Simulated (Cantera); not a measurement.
Input: 1 mol MgCl2, 7.9 mol O2, 11 mol N2, at 2000 K.

Method: chemical equilibrium by Gibbs-energy minimisation in Cantera with the NASA 1993 tables (ideal gas, pure condensed phases). Candidate condensed phases: Mg, MgCl2, MgO; 18 gas species. Equilibrium is a limit: real reactors are often held back by kinetics, nucleation or transport.

Task: Which condensed phases are stable at each of these points (P (Pa)): 0.100, 1, 10, 100, 1000, 10000, 100000?

Result: 
```json
[
 {"P (Pa)": "0.100", "condensed phases": "gas only", "Mg condensed (%)": "0.0"},
 {"P (Pa)": "1", "condensed phases": "gas only", "Mg condensed (%)": "0.0"},
 {"P (Pa)": "10", "condensed phases": "MgO(s)", "Mg condensed (%)": "78.0"},
 {"P (Pa)": "100", "condensed phases": "MgO(s)", "Mg condensed (%)": "86.1"},
 {"P (Pa)": "1000", "condensed phases": "MgO(s)", "Mg condensed (%)": "71.7"},
 {"P (Pa)": "10000", "condensed phases": "MgO(s)", "Mg condensed (%)": "53.1"},
 {"P (Pa)": "100000", "condensed phases": "MgO(s)", "Mg condensed (%)": "38.0"}
]
```

From 0.100 Pa to 1.00 Pa nothing is condensed. From 10.0 Pa to 100000 Pa the condensed part is MgO(s).
